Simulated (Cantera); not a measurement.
Gas mixture: 74.4 % N2, 25.6 % N2O, at 0.0825 Torr, frozen composition.

Cantera's kinetic-theory transport with the Lennard-Jones parameters of GRI-Mech 3.0, ideal gas; thermal conductivity in the mixture-averaged form.

One state of this run: ρ (kg/m³) = 6.07e-5; cp (J/kg/K) = 1115; μ (µPa s) = 32.3; λ (mW/m/K) = 50.3; Pr = 0.715; D (cm²/s) H = 46800; D (cm²/s) CO2 = 6030; D (cm²/s) C2H2 = 6380. D: mixture-averaged diffusion coefficient of that species in the mixture.

Question: Which value of T (K) does it belong to?
A) 400
B) 900
C) 1000
D) 700

Answer: D, 700
